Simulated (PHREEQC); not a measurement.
## Alkaline etch or developer: an equilibrium model

Make-up at 55 °C: 0.001 mol/kgw TMAH and 0.0026 mol/kgw K2CO3. Closed to the air; pH follows from the charge balance.

Computed with PHREEQC (ion-association model, phreeqc.dat).

The pH is 10.36 and the ionic strength comes out as 0.00796 mol/kgw. The total alkalinity is 6.20 meq/kg.

```json
[
 {"species": "K+", "molality": "0.00520", "activity": "0.00470", "log γ": "-0.044"},
 {"species": "OH-", "molality": "0.00184", "activity": "0.00166", "log γ": "-0.044"},
 {"species": "CO3-2", "molality": "0.00176", "activity": "0.00120", "log γ": "-0.166"},
 {"species": "(CH3)4N+", "molality": "0.00100", "activity": "0.000906", "log γ": "-0.043"},
 {"species": "HCO3-", "molality": "0.000837", "activity": "0.000761", "log γ": "-0.042"},
 {"species": "CO2", "molality": "6.47e-8", "activity": "6.48e-8", "log γ": "0.001"}
]
```

Precipitation was switched off in this run. Species that the database lacks are ignored. (CH3)4N+ isn't in the database: it is added as a free cation with an ion size of 4 Å. Away from 25 °C the constants follow the database's enthalpies or fits; those with neither stay at their 25 °C values.
